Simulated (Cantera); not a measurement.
A freely propagating, adiabatic, planar premixed flame of H₂ : O₂ : N₂ = 1 : 0.562 : 1.8 (molar parts), equivalence ratio 0.89, unburnt at 600 K and 6.60 bar; unity-Lewis-number transport, grid criteria slope 0.08 and curve 0.16, no radiation.

Detailed kinetics in Cantera: the H2/O2 subset of GRI-Mech 3.0, which has no nitrogen chemistry. The hydrogen kinetics of GRI-Mech 3.0 are dated; newer H2 mechanisms differ, most at raised pressure. Unity Lewis numbers drop preferential diffusion, which matters most where H2 and H carry the flame. Burning velocities carry a grid error of a few per cent, more on coarse grids.

Question: Predict: laminar burning velocity; thermal thickness; peak x(O); peak x(H); peak x(H₂O₂).

Answer: 
```
Property                      Value
------------------------  ---------
laminar burning velocity   568 cm/s
thermal thickness         0.0325 mm
peak x(O)                    0.0118
peak x(H)                    0.0367
peak x(H₂O₂)                5.22e-5
```
